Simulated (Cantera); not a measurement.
Feed: 1 mol c-C4F8, 1.4 mol F2, 7.8 mol H2, held at 2973 K and 1.00 bar.

Method: chemical equilibrium by Gibbs-energy minimisation in Cantera with the NASA 1993 tables (ideal gas, pure condensed phases). Candidate condensed phases: C, C6H6, C7H8, C8H18; 95 gas species. The feed counts by its element totals alone. Rates play no part.

Base state: HF 0.792, H2 0.142, H 0.0547, C2H2 (acetylene) 0.00814, F 0.00180, C2H 0.000519, C3 0.000233, CF 0.000197 (mole fractions); condensed: C(graphite).

Task: What changes in the equilibrium state with this change: H2 from 7.8 to 0.53 mol?

Result: 
| species | before | after |
|---|---|---|
| CF2 | 2.24e-5 | 0.481 |
| F | 0.00180 | 0.264 |
| HF | 0.792 | 0.162 |
| CF4 | <1e-9 | 0.0420 |
| CF3 | 6.91e-9 | 0.0217 |
| H2 | 0.142 | 2.76e-7 |
| H | 0.0547 | 7.63e-5 |
| CF | 0.000197 | 0.0288 |
| C2H2 (acetylene) | 0.00814 | 1.59e-8 |
| C4H2 | 0.000195 | <1e-9 |
| C2F4 | <1e-9 | 5.74e-5 |
| C(graphite), mol | 3.74 | 0.237 |
The tables' values for C2F4 are old estimates; treat these amounts as uncertain. Gases not in the tables: C2F6 and larger saturated fluorocarbons.

Task: What changes in the equilibrium state with this change: temperature from 2973 K to 2373.15 K?

Result: 
```tsv
species	before	after
HF	0.792	0.816
H2	0.142	0.177
H	0.0547	0.00588
C2	2.36e-5	5.57e-9
C3	0.000233	6.19e-8
C	3.91e-5	2.65e-8
C2H	0.000519	1.96e-6
CF	0.000197	8.64e-7
C(graphite), mol	3.74	3.97
```

Task: What changes in the equilibrium state with this change: F2 from 1.4 to 0.033 mol?

Result: 
```json
[
 {"species": "HF", "before": "0.792", "after": "0.655"},
 {"species": "H2", "before": "0.142", "after": "0.255"},
 {"species": "H", "before": "0.0547", "after": "0.0733"},
 {"species": "C2H2 (acetylene)", "before": "0.00814", "after": "0.0146"},
 {"species": "CF2", "before": "2.24e-5", "after": "8.51e-6"},
 {"species": "CH3", "before": "9.91e-6", "after": "2.39e-5"},
 {"species": "CH2", "before": "8.85e-6", "after": "1.59e-5"},
 {"species": "C(graphite), mol", "before": "3.74", "after": "3.59"}
]
```
